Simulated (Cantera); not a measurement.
What does this Cantera script print?

```python
import numpy as np
import cantera as ct

gas_names = """
    Cs CsO CsOH Cs2 Cs2O Cs2O2H2 H HO2 H2 H2O H2O2 O OH O2 O3
""".split()
cond_names = """
    Cs(cr) Cs(L) CsOH(a) CsOH(b) CsOH(c) CsOH(L) H2O(s) H2O(L)
""".split()


# ... load() reads the species with a 1 bar reference pressure and builds the phases ...
atoms = {
    'CsOH': {'Cs': 1, 'O': 1, 'H': 1},
    'H2': {'H': 2},
}
top_T = {}  # K; cautious upper limits of use, not melting points


# ... equilibrate(T, P, feed) seeds the gas with the atoms and calls Mixture.equilibrate('TP', solver="vcs", rtol=1e-11, max_steps=5000) ...
results = []
feed = {'CsOH': 1, 'H2': 2.5}  # mol
P = 580000  # Pa
for T in [1375, 1450, 1525, 1600, 1675, 1750, 1825, 1900, 1975, 2050, 2125]:
    mix = equilibrate(T, P, feed)
    results.append((T, P, feed, dict(zip(mix.species_names, mix.species_moles))))

top = {s: max(r[3][s] / sum(r[3][g] for g in gas_names) for r in results) for s in gas_names}
cols = sorted((s for s in top if top[s] > 1e-06), key=lambda s: -top[s])[:7]
seen = [c for c in cond_names if any(r[3].get(c, 0) > 1e-12 for r in results)]
print("log10 of partial pressures in bar; condensed amounts in mol")
print(f"{'T/K':>10s}" + "".join(f"{s[:9]:>10s}" for s in cols + seen))
for T, P, feed, n in results:
    ng = sum(n[g] for g in gas_names)
    print(f"{T:10.4g}" + "".join(f"{np.log10(max(n[s] / ng * P / 1e5, 1e-99)):10.3f}" for s in cols)
          + "".join(f"{n.get(c, 0):10.4g}" for c in seen))
```

Output:

```
log10 of partial pressures in bar; condensed amounts in mol
       T/K        H2      CsOH       H2O        Cs   Cs2O2H2         H       Cs2
      1375     0.598     0.121    -0.617    -0.620    -1.466    -5.166    -3.128
      1450     0.592     0.114    -0.539    -0.542    -1.819    -4.728    -3.076
      1525     0.587     0.101    -0.473    -0.476    -2.152    -4.333    -3.038
      1600     0.582     0.084    -0.416    -0.418    -2.462    -3.974    -3.011
      1675     0.577     0.065    -0.366    -0.368    -2.749    -3.647    -2.992
      1750     0.572     0.046    -0.322    -0.324    -3.017    -3.347    -2.979
      1825     0.568     0.025    -0.283    -0.284    -3.267    -3.072    -2.972
      1900     0.563     0.005    -0.248    -0.249    -3.501    -2.819    -2.969
      1975     0.559    -0.016    -0.217    -0.218    -3.721    -2.584    -2.970
      2050     0.555    -0.038    -0.189    -0.190    -3.927    -2.367    -2.974
      2125     0.550    -0.059    -0.164    -0.166    -4.121    -2.165    -2.980
```

These are equilibrium values from Cantera (NASA tables, ideal gas, pure condensed phases), not measurements of a reactor.
